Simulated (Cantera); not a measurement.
Feed: 1 mol NH3, 0.75 mol SO2, at 850 K and 1 atm.

These are equilibrium values from Cantera (NASA tables, ideal gas, pure condensed phases), not measurements of a reactor. Gases not in the tables: S3 to S7. Kinetics and transport are ignored.

```json
[
 {"species": "H2O", "before": "0.510", "after": "0.518"},
 {"species": "N2", "before": "0.218", "after": "0.211"},
 {"species": "S2", "before": "0.0541", "after": "0.0948"},
 {"species": "H2S", "before": "0.144", "after": "0.0649"},
 {"species": "H2", "before": "0.000675", "after": "0.0504"},
 {"species": "SO2", "before": "0.0712", "after": "0.0564"},
 {"species": "S8", "before": "5.71e-5", "after": "<1e-9"},
 {"species": "SO", "before": "6.40e-7", "after": "0.000945"},
 {"species": "SH", "before": "1.01e-6", "after": "0.00100"},
 {"species": "S2O", "before": "0.00190", "after": "0.00205"}
]
```
Gas species are given as mole fractions.

**Question.** What was changed between the two runs?
A) SO2 from 0.75 to 0.023 mol
B) temperature from 850 K to 950 K
C) temperature from 850 K to 925 K
D) temperature from 850 K to 1473 K

**Answer.** D, temperature from 850 K to 1473 K
